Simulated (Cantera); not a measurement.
An isothermal, constant-pressure homogeneous reactor starts with CH3OH : O2 : N2 = 0.025 : 0.011 : 1 (molar parts), equivalence ratio 3.4, at 1450 K and 4.84 atm.

Model: GRI-Mech 3.0 (53 species, 325 reactions), integrated in Cantera. GRI-Mech 3.0 was tuned for natural gas; its chemistry of methanol as a main component is partial and can be far from experiment.

x: mole fraction; the columns are a selection and need not sum to one.

```tsv
t (s)	x CH3OH	x O2	x HO2	x C2H4	x NO	x H
2.00e-6	0.0241	0.0106	2.06e-6	1.64e-10	<1e-12	1.32e-7
1.38e-5	0.0241	0.0106	2.04e-5	(withheld)	3.42e-12	1.96e-7
9.46e-5	0.0221	0.0100	0.000183	(withheld)	8.98e-11	2.55e-6
0.000650	8.61e-9	2.82e-7	4.50e-10	(withheld)	1.74e-7	0.000311
0.00447	8.89e-10	4.21e-9	2.96e-12	(withheld)	1.36e-7	9.33e-6
0.0308	1.18e-10	6.06e-10	<1e-12	2.44e-8	1.04e-7	1.21e-6
0.211	6.65e-11	1.14e-11	<1e-12	2.38e-8	5.61e-8	7.35e-7
1.45	6.05e-11	<1e-12	<1e-12	2.35e-8	1.06e-9	7.42e-7
10.0	5.72e-11	<1e-12	<1e-12	(withheld)	5.71e-11	7.47e-7
```

**Question.** Some entries are withheld; supply them.

**Answer.** 
- 1.38e-5, x C2H4: 6.89e-9
- 9.46e-5, x C2H4: 5.58e-8
- 0.000650, x C2H4: 1.83e-8
- 0.00447, x C2H4: 2.99e-8
- 10.0, x C2H4: 1.88e-8
